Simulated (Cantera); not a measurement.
A closed system holds: 1 mol Al, 2.3 mol Cl₂, 0.51 mol H₂, at 1125 K.

Equilibrium computed with Cantera from the NASA thermochemical tables; the gas is ideal and each condensed phase is pure. Candidate condensed phases: Al, AlCl₃; 12 gas species. Rates play no part.

x: gas mole fraction; nothing condenses.

| P (Pa) | x HCl | x AlCl₃ | x Cl | x Cl₂ | x Al₂Cl₆ | x AlCl₂ | x H₂ |
|---|---|---|---|---|---|---|---|
| 1 | 0.411 | 0.403 | 0.140 | 0.0467 | 3.51e-8 | 1.04e-7 | 1.34e-9 |
| 4.20 | 0.422 | 0.414 | 0.0875 | 0.0763 | 1.56e-7 | 4.09e-8 | 8.64e-10 |
| 18 | 0.431 | 0.423 | (withheld) | (withheld) | (withheld) | 1.77e-8 | (withheld) |
| 75 | 0.436 | 0.427 | 0.0250 | 0.111 | 2.97e-6 | 8.27e-9 | 6.31e-10 |
| 320 | 0.439 | 0.430 | 0.0125 | 0.119 | 1.28e-5 | 3.91e-9 | 6.01e-10 |
| 1300 | 0.440 | 0.431 | 0.00629 | 0.122 | 5.24e-5 | 1.92e-9 | 5.87e-10 |
| 5600 | 0.441 | 0.432 | 0.00305 | 0.124 | 0.000226 | 9.17e-10 | 5.81e-10 |
| 24000 | 0.442 | 0.431 | (withheld) | 0.125 | (withheld) | 4.41e-10 | 5.78e-10 |
| 100000 | 0.443 | 0.427 | 0.000727 | 0.126 | 0.00394 | 2.13e-10 | 5.78e-10 |

### Question
Some entries are withheld; supply them.

### Answer

- 24000, x Cl: 0.00148
- 24000, x Al₂Cl₆: 0.000966
- 18, x Cl: 0.0480
- 18, x Cl₂: 0.0985
- 18, x Al₂Cl₆: 6.96e-7
- 18, x H₂: 6.97e-10
